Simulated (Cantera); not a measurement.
Cantera run:

```python
import numpy as np
import cantera as ct

gas_names = """
    C CN CO COS CO2 CS CS2 C2 CCN CNC C2N2 C2O C3 C3O2 C4 C4N2 C5 N NCO NO NO2 NO3 N2 N2O O O2 O3 S SN
    SO SO2 SO3 S2 S2O S8
""".split()
cond_names = """
    C(gr) S(cr1) S(cr2) S(L)
""".split()


# ... load() reads the species with a 1 bar reference pressure and builds the phases ...
atoms = {
    'CS2': {'C': 1, 'S': 2},
    'SO2': {'S': 1, 'O': 2},
    'N2': {'N': 2},
    'O2': {'O': 2},
}
top_T = {'C(gr)': 4500}  # K; cautious upper limits of use, not melting points


# ... equilibrate(T, P, feed) seeds the gas with the atoms and calls Mixture.equilibrate('TP', solver="vcs", rtol=1e-11, max_steps=5000) ...
results = []
T = 3325  # K
P = 13332.2  # Pa
for m in [0.073, 0.1, 0.14, 0.19, 0.26, 0.35, 0.48, 0.66, 0.9, 1.2, 1.7, 2.3, 3.2]:
    feed = {'CS2': 1, 'SO2': 0.084, 'N2': 30, 'O2': m}  # mol
    mix = equilibrate(T, P, feed)
    results.append((T, P, feed, dict(zip(mix.species_names, mix.species_moles))))

top = {s: max(r[3][s] / sum(r[3][g] for g in gas_names) for r in results) for s in gas_names}
cols = sorted((s for s in top if top[s] > 1e-05), key=lambda s: -top[s])[:5]
seen = [c for c in cond_names if any(r[3].get(c, 0) > 1e-12 for r in results)]
print("log10 of partial pressures in bar; condensed amounts in mol")
print(f"{'n(O2)':>10s}" + "".join(f"{s[:9]:>10s}" for s in cols + seen))
for T, P, feed, n in results:
    ng = sum(n[g] for g in gas_names)
    print(f"{feed['O2']:10.4g}" + "".join(f"{np.log10(max(n[s] / ng * P / 1e5, 1e-99)):10.3f}" for s in cols)
          + "".join(f"{n.get(c, 0):10.4g}" for c in seen))
```

Output:

```
log10 of partial pressures in bar; condensed amounts in mol
     n(O2)        N2         O         S        CO        SO
     0.073    -0.909    -7.875    -2.245    -2.889    -8.200
       0.1    -0.909    -7.757    -2.231    -2.820    -8.069
      0.14    -0.910    -7.594    -2.211    -2.736    -7.886
      0.19    -0.912    -7.397    -2.187    -2.650    -7.665
      0.26    -0.913    -7.107    -2.157    -2.553    -7.345
      0.35    -0.916    -6.598    -2.120    -2.454    -6.799
      0.48    -0.918    -3.558    -2.105    -2.396    -3.744
      0.66    -0.921    -2.978    -2.133    -2.400    -3.192
       0.9    -0.926    -2.681    -2.169    -2.405    -2.932
       1.2    -0.931    -2.474    -2.212    -2.412    -2.767
       1.7    -0.940    -2.266    -2.278    -2.423    -2.625
       2.3    -0.951    -2.109    -2.350    -2.437    -2.540
       3.2    -0.967    -1.956    -2.444    -2.456    -2.481
```

These are equilibrium values from Cantera (NASA tables, ideal gas, pure condensed phases), not measurements of a reactor.
